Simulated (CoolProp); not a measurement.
Properties of R1336mzz(E) along the isotherm 136.85 °C.

Model: reference Helmholtz-energy equation of state, Akasaka 2023, in CoolProp.

| p (MPa) | phase | density (kg/m³) | cp (kJ/(kg K)) | speed of sound (m/s) | Joule-Thomson coefficient (K/MPa) | fugacity coefficient |
|---|---|---|---|---|---|---|
| 0.126 | gas | 6.159 | 0.9149 | 146.4 | 10.37 | 0.9846 |
| 0.253 | gas | 12.57 | 0.9222 | 144.3 | 10.56 | 0.9693 |
| 0.379 | gas | 19.15 | 0.9300 | 142.3 | 10.75 | 0.9541 |
| 0.505 | gas | 25.97 | 0.9384 | 140.2 | 10.95 | 0.9390 |
| 0.632 | gas | 33.09 | 0.9478 | 138.0 | 11.16 | 0.9240 |
| 0.758 | gas | 40.45 | 0.9580 | 135.8 | 11.38 | 0.9091 |
| 0.884 | gas | 48.11 | 0.9693 | 133.5 | 11.62 | 0.8943 |
| 1.01 | gas | 56.10 | 0.9818 | 131.2 | 11.87 | 0.8796 |
| 1.14 | gas | 64.75 | 0.9962 | 128.7 | 12.15 | 0.8645 |
| 1.26 | gas | 73.12 | 1.011 | 126.4 | 12.43 | 0.8506 |
| 1.39 | gas | 82.68 | 1.030 | 123.8 | 12.75 | 0.8357 |
